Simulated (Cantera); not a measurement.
Charge: 1 mol CH3Cl, 0.029 mol HCl, 0.12 mol H2, held at 1450 K and 0.160 bar.

These are equilibrium values from Cantera (NASA tables, ideal gas, pure condensed phases), not measurements of a reactor. Candidate condensed phases: C, C6H6, C7H8, C8H18; 91 gas species. Equilibrium is a limit: real reactors are often held back by kinetics, nucleation or transport.

Q: What is the equilibrium state?

A: 
```json
{
 "x(H2)": "0.521",
 "x(HCl)": "0.479",
 "x(CH4)": "0.000143",
 "x(H)": "1.71e-5",
 "x(Cl)": "1.28e-5",
 "x(C2H2 (acetylene))": "2.54e-6",
 "n(C(graphite))": "1.000 mol",
 "gas_amount": "2.149 mol"
}
```
